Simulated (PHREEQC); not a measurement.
1 kg of water holding 0.03 mol KCl, 0.0078 mol MgBr2 and 0.0038 mol CaSO4 is evaporated at 25 °C; the solids stay in contact with the brine. The system is closed to CO2. Solids allowed: Arcanite, Bischofite, Brucite, Carnallite, Epsomite, Gypsum, Anhydrite, Hexahydrite, Kainite, Kieserite, Leonite, Misenite, Polyhalite, Portlandite, Schoenite, Sylvite, Syngenite, MgCl2_4H2O. Others were left out.

Equilibrium calculation in PHREEQC: Pitzer model, pitzer.dat.

```
water left (kg)  ionic strength  water activity  Sylvite (mol)  Gypsum (mol)  Mg in solution (mol/kgw)
---------------  --------------  --------------  -------------  ------------  ------------------------
1                        0.0686           0.999              0             0                   0.00780
0.8219                   0.0835           0.998              0             0                   0.00949
0.6755                    0.102           0.998              0             0                    0.0115
0.5552                    0.124           0.997              0             0                    0.0140
0.4563                    0.150           0.997              0             0                    0.0171
0.3082                    0.223           0.995              0             0                    0.0253
0.2533                    0.271           0.994              0             0                    0.0308
0.2082                    0.329           0.993              0             0                    0.0375
0.1711                    0.401           0.992              0             0                    0.0456
0.1407                    0.488           0.990              0             0                    0.0555
0.1156                    0.593           0.988              0             0                    0.0675
0.09502                   0.721           0.985              0       2.13e-5                    0.0821
0.06415                    1.02           0.978              0      0.000820                     0.122
0.05271                    1.21           0.973              0       0.00115                     0.148
0.0433                     1.45           0.968              0       0.00145                     0.180
0.03558                    1.73           0.960              0       0.00172                     0.219
0.02923                    2.08           0.951              0       0.00198                     0.267
0.02399                    2.49           0.940              0       0.00221                     0.325
0.0197                     2.99           0.925              0       0.00243                     0.396
0.01618                    3.59           0.907              0       0.00264                     0.482
0.01327                    4.32           0.884              0       0.00283                     0.588
0.008915                   6.27           0.815              0       0.00318                     0.875
0.007307                   7.41           0.773        0.00116       0.00332                      1.07
0.005969                   7.90           0.753        0.00766       0.00344                      1.31
0.004885                   8.50           0.727         0.0129       0.00354                      1.60
```

Gypsum from water left = 0.09502 kg; Sylvite from water left = 0.007307 kg.

Complexes and solids missing from the database can't appear.
